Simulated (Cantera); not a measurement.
Cantera run, input and output.

```python
import numpy as np
import cantera as ct

gas = ct.Solution("gri30.yaml")


def delay(T, t_max=10):
    gas.TPX = T, 500000, {'CO': 1, 'H2': 0.061, 'CH4': 0.031, 'O2': 0.926, 'N2': 3.48}
    reactor = ct.IdealGasConstPressureReactor(gas, clone=False)
    net = ct.ReactorNet([reactor])
    net.rtol, net.atol = 1e-8, 1e-16
    while net.time < t_max:
        t_old, T_old = net.time, reactor.T
        net.step()
        if reactor.T > T + 400:  # ignition: a rise of 400 K
            return t_old + (T + 400 - T_old) / (reactor.T - T_old) * (net.time - t_old)
    return np.nan


taus = []
for T in [925, 1000, 1075, 1150, 1225, 1300, 1375, 1450, 1525]:
    taus.append(delay(T))
    print(f"T0 = {T:6g} K   tau = {taus[-1]:.4e} s")
```

It prints:

```
T0 =    925 K   tau = 4.1868e-02 s
T0 =   1000 K   tau = 5.1289e-03 s
T0 =   1075 K   tau = 8.4674e-04 s
T0 =   1150 K   tau = 2.0110e-04 s
T0 =   1225 K   tau = 7.3093e-05 s
T0 =   1300 K   tau = 3.8571e-05 s
T0 =   1375 K   tau = 2.5628e-05 s
T0 =   1450 K   tau = 1.9371e-05 s
T0 =   1525 K   tau = 1.5829e-05 s
```

Cantera simulation using GRI-Mech 3.0 (53 species, 325 reactions); the numbers are that mechanism's predictions, not measurements. Below about 1000 K GRI-Mech 3.0 lacks low-temperature oxidation paths. Below about 950 K walls govern HO2 and H2O2 in real vessels. Where the delays flatten at high temperature, the 400 K rule measures the pace of heat release, not the induction time.
